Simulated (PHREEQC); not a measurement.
FeCl3 is added in steps, without added water, to 1 kg of water holding 0.014 mol/kgw Ag2SO4, at 20 °C. O2 is buffered at 0.21 atm. No CO2 enters from the air. Solids allowed: Hematite, Cerargyrite, Ag2O, Ag2SO4. Others were left out.

Base run: PHREEQC, ion-association model, wateq4f.dat. Each further column changes one thing. The table gives Ag+ (mol/kgw).

```json
[
 {"FeCl3 added (mol)": "0", "base": "0.0253", "diluted 10-fold with water": "0.00275", "Ag2SO4 from 0.014 to 0.0154 mol/kgw": "0.0277", "diluted 100-fold with water": "0.000279", "no solid may form": "0.0253"},
 {"FeCl3 added (mol)": "0.0105", "base": "4.51e-8", "diluted 10-fold with water": "5.51e-9", "Ag2SO4 from 0.014 to 0.0154 mol/kgw": "2.25e-7", "diluted 100-fold with water": "5.07e-9", "no solid may form": "0.00444"},
 {"FeCl3 added (mol)": "0.01575", "base": "8.61e-9", "diluted 10-fold with water": "3.77e-9", "Ag2SO4 from 0.014 to 0.0154 mol/kgw": "1.01e-8", "diluted 100-fold with water": "3.57e-9", "no solid may form": "0.00132"},
 {"FeCl3 added (mol)": "0.02625", "base": "3.53e-9", "diluted 10-fold with water": "2.39e-9", "Ag2SO4 from 0.014 to 0.0154 mol/kgw": "3.73e-9", "diluted 100-fold with water": "2.31e-9", "no solid may form": "0.000214"},
 {"FeCl3 added (mol)": "0.0315", "base": "2.78e-9", "diluted 10-fold with water": "2.04e-9", "Ag2SO4 from 0.014 to 0.0154 mol/kgw": "2.90e-9", "diluted 100-fold with water": "1.99e-9", "no solid may form": "0.000118"},
 {"FeCl3 added (mol)": "0.042", "base": "1.98e-9", "diluted 10-fold with water": "1.59e-9", "Ag2SO4 from 0.014 to 0.0154 mol/kgw": "2.04e-9", "diluted 100-fold with water": "1.56e-9", "no solid may form": "5.10e-5"},
 {"FeCl3 added (mol)": "0.0525", "base": "1.56e-9", "diluted 10-fold with water": "1.32e-9", "Ag2SO4 from 0.014 to 0.0154 mol/kgw": "1.59e-9", "diluted 100-fold with water": "1.30e-9", "no solid may form": "2.83e-5"},
 {"FeCl3 added (mol)": "0.05775", "base": "1.42e-9", "diluted 10-fold with water": "1.22e-9", "Ag2SO4 from 0.014 to 0.0154 mol/kgw": "1.44e-9", "diluted 100-fold with water": "1.20e-9", "no solid may form": "2.22e-5"},
 {"FeCl3 added (mol)": "0.06825", "base": "1.20e-9", "diluted 10-fold with water": "1.06e-9", "Ag2SO4 from 0.014 to 0.0154 mol/kgw": "1.22e-9", "diluted 100-fold with water": "1.05e-9", "no solid may form": "1.47e-5"},
 {"FeCl3 added (mol)": "0.0735", "base": "1.12e-9", "diluted 10-fold with water": "9.96e-10", "Ag2SO4 from 0.014 to 0.0154 mol/kgw": "1.13e-9", "diluted 100-fold with water": "9.86e-10", "no solid may form": "1.23e-5"},
 {"FeCl3 added (mol)": "0.084", "base": "9.84e-10", "diluted 10-fold with water": "8.92e-10", "Ag2SO4 from 0.014 to 0.0154 mol/kgw": "9.96e-10", "diluted 100-fold with water": "8.84e-10", "no solid may form": "8.93e-6"}
]
```

 In at least one series the solution becomes supersaturated in solids that the run did not let form, among them Hematite, Cerargyrite.
